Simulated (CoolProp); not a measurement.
Vapour-liquid equilibrium of R125 (1) + propane (2) at 23.15 °C; x and y are mole fractions of (1).

Computed with CoolProp (multi-fluid Helmholtz-energy mixture model, Lemmon 2005 and Lemmon 2009; pair parameters Bell 2016).

| x | bubble pressure, mixture model (kPa) | bubble pressure, Raoult's law (kPa) | y, mixture model | y, Raoult's law |
|---|---|---|---|---|
| 0.05 | ___ | 928.2 | 0.151 | 0.071 |
| 0.15 | 1256 | 968.6 | 0.322 | 0.203 |
| 0.25 | 1382 | 1009 | ___ | 0.325 |
| 0.35 | ___ | 1049 | 0.483 | 0.438 |
| 0.45 | 1513 | 1090 | 0.538 | 0.542 |
| 0.55 | 1541 | 1130 | 0.589 | 0.638 |
| 0.65 | 1550 | 1171 | 0.645 | 0.729 |
| 0.75 | 1533 | 1211 | 0.711 | 0.813 |
| 0.85 | 1484 | 1251 | 0.796 | 0.891 |
| 0.95 | 1386 | 1292 | 0.917 | 0.965 |

**Question.** What belongs in the gaps?

**Answer.** 
- 0.05, bubble pressure, mixture model (kPa): 1052
- 0.25, y, mixture model: 0.417
- 0.35, bubble pressure, mixture model (kPa): 1462

The largest gap from Raoult's law is +39.4 % in bubble pressure, at x = 0.35. y crosses x between x = 0.55 and 0.65: the model has an azeotrope there.

The pair parameters rest on a limited set of measurements; away from them the model extrapolates.
